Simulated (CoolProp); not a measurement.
The fluoroketone C6F12O (FK-5-1-12) along the isotherm 500 K: fugacity coefficient from the reference equation and from simpler models built on Tc = 441.8 K, pc = 1.869 MPa, ω = 0.471; each cubic takes its own stable root.

The numbers come from the reference Helmholtz-energy equation of state, McLinden 2015 in CoolProp.

| p (MPa) | phase | reference | van der Waals | Redlich-Kwong | Soave-Redlich-Kwong | Peng-Robinson |
|---|---|---|---|---|---|---|
| 0.0148 | gas | 0.9983 | 0.9983 | 0.9981 | 0.9983 | 0.9981 |
| 0.028 | gas | 0.9967 | 0.9967 | 0.9964 | 0.9969 | 0.9964 |
| 0.0531 | gas | 0.9938 | 0.9938 | 0.9933 | 0.9941 | 0.9931 |
| 0.101 | gas | 0.9881 | 0.9882 | 0.9872 | 0.9888 | 0.9870 |
| 0.191 | gas | 0.9777 | 0.9777 | 0.9759 | 0.9788 | 0.9755 |
| 0.362 | gas | 0.9580 | 0.9578 | 0.9546 | 0.9601 | 0.9539 |
| 0.686 | gas | 0.9216 | 0.9204 | 0.9149 | 0.9252 | 0.9142 |
| 1.3 | gas | 0.8552 | 0.8499 | ? | 0.8614 | 0.8425 |
| 2.46 | supercritical | 0.7369 | 0.7158 | ? | ? | 0.7203 |
| 4.67 | supercritical | 0.5563 | 0.5207 | 0.5208 | 0.5843 | 0.5494 |

Problem. What belongs in the gaps?

Solution. 
- 1.3, Redlich-Kwong: 0.8418
- 2.46, Redlich-Kwong: 0.7105
- 2.46, Soave-Redlich-Kwong: 0.7490
